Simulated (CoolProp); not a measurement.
Vapour-liquid equilibrium of CH2F2 (R32) (1) + R236FA (2) at 7.21 kPa; x and y are mole fractions of (1).

Computed with CoolProp (multi-fluid Helmholtz-energy mixture model, Tillner-Roth 1997 and Pan 2012; pair parameters Bell 2016).

```csv
x,"bubble temperature, mixture model (°C)","bubble temperature, Raoult's law (°C)","y, mixture model","y, Raoult's law"
0.05,-60.0,-59.2,0.502,0.471
0.2,___,-72.6,0.877,0.850
0.35,-81.8,-79.5,0.947,0.936
0.5,___,-84.0,___,0.969
0.65,-88.2,-87.3,___,0.984
0.8,___,-89.9,___,0.993
0.95,-92.0,-92.0,0.998,0.999
```

Task: Fill in the missing entries.

Result: 
- 0.2, bubble temperature, mixture model (°C): -74.9
- 0.5, bubble temperature, mixture model (°C): -85.7
- 0.5, y, mixture model: 0.971
- 0.65, y, mixture model: 0.983
- 0.8, bubble temperature, mixture model (°C): -90.2
- 0.8, y, mixture model: 0.991

The largest gap from Raoult's law is -2.3 K in bubble temperature, at x = 0.35. No azeotrope shows between x = 0.05 and 0.95.

Pair parameters are fitted to limited data, so mixtures are less certain than the pure fluids.
